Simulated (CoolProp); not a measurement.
Saturation properties of methanol (Tc = 240.2 °C, pc = 8.216 MPa, ω = 0.565).

Computed with CoolProp (reference Helmholtz-energy equation of state, de Reuck 1993).

| T (°C) | p (MPa) | liquid cp (kJ/(kg K)) | liquid conductivity (mW/(m K)) |
|---|---|---|---|
| -19.65 | 0.001055 | ? | 209 |
| 3.15 | ? | 2.416 | 204 |
| 25.95 | 0.01784 | 2.541 | 200 |
| 48.85 | 0.05296 | 2.699 | 196 |
| 71.65 | 0.1335 | 2.889 | 191 |
| 94.45 | ? | ? | 187 |
| 117.25 | 0.5929 | 3.368 | 182 |
| 140.05 | 1.092 | 3.679 | 178 |
| 162.85 | 1.877 | 4.080 | 174 |
| 185.75 | 3.054 | 4.671 | 170 |
| 208.55 | 4.715 | 5.868 | 166 |
| 231.35 | 7.055 | 13.07 | 164 |

Task: Some entries are withheld; supply them.

Result: 
- -19.65, liquid cp (kJ/(kg K)): 2.324
- 3.15, p (MPa): 0.004936
- 94.45, p (MPa): 0.2962
- 94.45, liquid cp (kJ/(kg K)): 3.110

It boils at 64.5 °C under 1 atm.

Thermal conductivity comes from a separate model (Sykioti 2013).
